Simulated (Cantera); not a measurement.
# Thermodynamics of carbothermic reduction, feed Ta2O5 + CO + CH4

Charge: 1 mol Ta2O5, 0.72 mol CO, 0.56 mol CH4, equilibrated at 11.0 Pa.

Method: chemical equilibrium by Gibbs-energy minimisation in Cantera with the NASA 1993 tables (ideal gas, pure condensed phases). Candidate condensed phases: C, C6H6, C7H8, C8H18, H2O, Ta, TaC, Ta2O5; 113 gas species. Mutual solubility and eutectic melting of coexisting phases are not modelled. TaC: taken at fixed stoichiometry. Condensed phases not in the tables: Ta2C, N, O or C dissolved in the metal. Equilibrium is a limit: real reactors are often held back by kinetics, nucleation or transport.

| T (°C) | log p CO | log p H2 | log p H | log p TaO2 | log p O | log p TaO | log p H2O | log p OH | n TaC(s) | n Ta2O5(s) | n Ta(s) | n Ta2O5(l) |
|---|---|---|---|---|---|---|---|---|---|---|---|---|
| 877 | -4.26 | -4.26 | -9.26 | <-15 | <-15 | <-15 | -8.06 | -15.28 | 0.160 | 0.920 | 0 | 0 |
| 1077 | -4.26 | -4.26 | -7.75 | -13.88 | <-15 | -15.53 | -7.86 | -13.14 | 0.160 | 0.920 | 0 | 0 |
| 1277 | -4.26 | -4.26 | -6.63 | -10.62 | -14.00 | -11.69 | -7.72 | -11.56 | 0.160 | 0.920 | 0 | 0 |
| 1477 | -4.23 | -4.30 | -5.78 | -8.15 | -11.89 | -8.85 | -7.58 | -10.30 | 0 | 0.888 | 0.224 | 0 |
| 1677 | -4.25 | -4.34 | -5.11 | -6.37 | -9.89 | -7.08 | -7.18 | -8.99 | 0 | 0.883 | 0.222 | 0 |
| 1877 | -4.34 | -4.54 | -4.65 | -4.98 | -8.29 | -5.68 | -7.04 | -8.03 | 0 | 0 | 0.132 | 0.759 |
| 2077 | -4.52 | -5.09 | -4.45 | -4.49 | -5.82 | -6.31 | -6.17 | -6.29 | 0 | 0 | 0 | 0.325 |
| 2277 | -4.63 | -5.83 | -4.42 | -4.44 | -5.08 | -5.87 | -7.05 | -6.30 | 0 | 0 | 0 | 0 |
log p: log10 of the partial pressure in bar; n: condensed amount in mol.

From 877 °C to 1277 °C the condensed part is TaC(s) + Ta2O5(s). From 1477 °C to 1677 °C the condensed part is Ta(s) + Ta2O5(s). At 1877 °C the condensed part is Ta(s) + Ta2O5(l). At 2077 °C the condensed part is Ta2O5(l). At 2277 °C nothing is condensed.
